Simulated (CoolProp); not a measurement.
Computed with CoolProp (reference Helmholtz-energy equation of state, Zhou 2012).

Problem. Give the vapour pressure (bar), vapour density (kg/m³), liquid cp (kJ/(kg K)), vapour viscosity (µPa s) of saturated o-xylene at 507, 521.1, 549.3 K.

Solution. 
```
T (K)  p (bar)  vapour density (kg/m³)  liquid cp (kJ/(kg K))  vapour viscosity (µPa s)
-----  -------  ----------------------  ---------------------  ------------------------
507       6.76                    20.4                   2.54                      11.1
521.1     8.54                    26.0                   2.61                      11.5
549.3     13.1                    41.6                   2.79                      12.4
```

Viscosity comes from a separate model (Cao 2016).
